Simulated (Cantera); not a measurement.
Input (Python, Cantera) and output of one run.

```python
import numpy as np
import cantera as ct

gas_names = """
    CL CLO CL2 Mg MgCL MgCL2 MgO Mg2 O O2 O3
""".split()
cond_names = """
    Mg(cr) Mg(L) MgCL2(s) MgCL2(L) MgO(s) MgO(L)
""".split()


def load(file, names, dense=False):
    # The tables refer to 1 bar. Condensed volumes are neglected.
    table = {s.name: s for s in ct.Species.list_from_file(file)}
    out = []
    for n in names:
        d = dict(table[n].input_data)
        d["thermo"] = dict(d["thermo"], **{"reference-pressure": 1e5})
        if dense:
            d["equation-of-state"] = {"model": "constant-volume", "density": "1e6 g/cm^3"}
        out.append(ct.Species.from_dict(d))
    return out


gas = ct.Solution(thermo="ideal-gas", species=load("nasa_gas.yaml", gas_names))
cond = {s.name: ct.Solution(thermo="fixed-stoichiometry", species=[s], name=s.name)
        for s in load("nasa_condensed.yaml", cond_names, dense=True)}
atoms = {
    'MgO': {'Mg': 1, 'O': 1},
    'Cl2': {'CL': 2},
    'O2': {'O': 2},
}
top_T = {}  # K; cautious upper limits of use, not melting points


def equilibrate(T, P, feed):
    n = {}
    for name, mol in feed.items():
        for a, k in atoms[name].items():
            n[a] = n.get(a, 0.0) + k * mol
    gas.TPX = T, P, n
    mass = sum(n.values()) * gas.mean_molecular_weight
    gas.equilibrate("TP")
    valid = [c for c in cond.values() if c.min_temp <= T <= top_T.get(c.name, c.max_temp)]
    mix = ct.Mixture([(gas, mass / gas.mean_molecular_weight)] + [(c, 0.0) for c in valid])
    mix.T, mix.P = T, P
    mix.equilibrate("TP", solver="vcs", rtol=1e-11, max_steps=5000)
    return mix


results = []
feed = {'MgO': 1, 'Cl2': 7.2, 'O2': 0.087}  # mol
P = 133.322  # Pa
for T in [1425, 1475, 1525, 1575, 1625, 1675, 1725, 1775, 1825, 1875]:
    mix = equilibrate(T, P, feed)
    results.append((T, P, feed, dict(zip(mix.species_names, mix.species_moles))))

top = {s: max(r[3][s] / sum(r[3][g] for g in gas_names) for r in results) for s in gas_names}
cols = sorted((s for s in top if top[s] > 1e-05), key=lambda s: -top[s])[:9]
seen = [c for c in cond_names if any(r[3].get(c, 0) > 1e-12 for r in results)]
print("log10 of partial pressures in bar; condensed amounts in mol")
print(f"{'T/K':>10s}" + "".join(f"{s[:9]:>10s}" for s in cols + seen))
for T, P, feed, n in results:
    ng = sum(n[g] for g in gas_names)
    print(f"{T:10.4g}" + "".join(f"{np.log10(max(n[s] / ng * P / 1e5, 1e-99)):10.3f}" for s in cols)
          + "".join(f"{n.get(c, 0):10.4g}" for c in seen))
```

Result:

```
log10 of partial pressures in bar; condensed amounts in mol
       T/K        CL       CL2     MgCL2        O2         O       CLO
      1425    -3.150    -3.371    -3.901    -4.132    -7.924    -6.782
      1475    -3.071    -3.526    -3.933    -4.165    -7.625    -6.748
      1525    -3.016    -3.709    -3.961    -4.193    -7.344    -6.736
      1575    -2.981    -3.912    -3.983    -4.215    -7.078    -6.737
      1625    -2.959    -4.127    -3.997    -4.230    -6.826    -6.748
      1675    -2.946    -4.344    -4.006    -4.239    -6.586    -6.763
      1725    -2.939    -4.558    -4.012    -4.246    -6.359    -6.780
      1775    -2.935    -4.765    -4.015    -4.250    -6.144    -6.799
      1825    -2.932    -4.964    -4.017    -4.254    -5.940    -6.818
      1875    -2.931    -5.155    -4.019    -4.258    -5.748    -6.838
```

These are equilibrium values from Cantera (NASA tables, ideal gas, pure condensed phases), not measurements of a reactor.
